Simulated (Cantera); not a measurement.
A freely propagating, adiabatic, planar premixed flame of H2 : O2 : N2 = 1 : 0.455 : 1.71 (molar parts), equivalence ratio 1.1, unburnt at 675 K and 263 Torr; mixture-averaged transport, grid criteria slope 0.08 and curve 0.16, no radiation.

Cantera simulation using the H2/O2 subset of GRI-Mech 3.0, which has no nitrogen chemistry; the numbers are that mechanism's predictions, not measurements. Burning velocities carry a grid error of a few per cent, more on coarse grids.

Question: How do the results move with these cheaper or finer settings: unity-Lewis-number transport; multicomponent transport; multicomponent+Soret transport; grid criteria slope 0.5, curve 1; grid criteria slope 0.25, curve 0.5; grid criteria slope 0.03, curve 0.06?

Answer: 
```json
[
 {"setting": "as above", "laminar burning velocity": "893 cm/s", "thermal thickness": "1.96 mm", "peak x(H2O2)": "1.93e-6", "peak x(HO2)": "9.27e-5", "grid points": "129"},
 {"setting": "unity-Lewis-number transport", "laminar burning velocity": "570 cm/s", "thermal thickness": "1.46 mm", "peak x(H2O2)": "1.75e-6", "peak x(HO2)": "8.31e-5", "grid points": "127"},
 {"setting": "multicomponent transport", "laminar burning velocity": "876 cm/s", "thermal thickness": "1.95 mm", "peak x(H2O2)": "1.92e-6", "peak x(HO2)": "9.28e-5", "grid points": "129"},
 {"setting": "multicomponent+Soret transport", "laminar burning velocity": "844 cm/s", "thermal thickness": "1.93 mm", "peak x(H2O2)": "1.95e-6", "peak x(HO2)": "9.30e-5", "grid points": "129"},
 {"setting": "grid criteria slope 0.5, curve 1", "laminar burning velocity": "1420 cm/s", "thermal thickness": "3.75 mm", "peak x(H2O2)": "1.80e-6", "peak x(HO2)": "8.62e-5", "grid points": "43"},
 {"setting": "grid criteria slope 0.25, curve 0.5", "laminar burning velocity": "1020 cm/s", "thermal thickness": "2.37 mm", "peak x(H2O2)": "1.88e-6", "peak x(HO2)": "9.07e-5", "grid points": "70"},
 {"setting": "grid criteria slope 0.03, curve 0.06", "laminar burning velocity": "865 cm/s", "thermal thickness": "1.87 mm", "peak x(H2O2)": "1.95e-6", "peak x(HO2)": "9.31e-5", "grid points": "272"}
]
```
The base run took roughly 1.2 core-seconds.
Unity Lewis numbers drop preferential diffusion, which matters most where H2 and H carry the flame; Soret adds thermal diffusion.
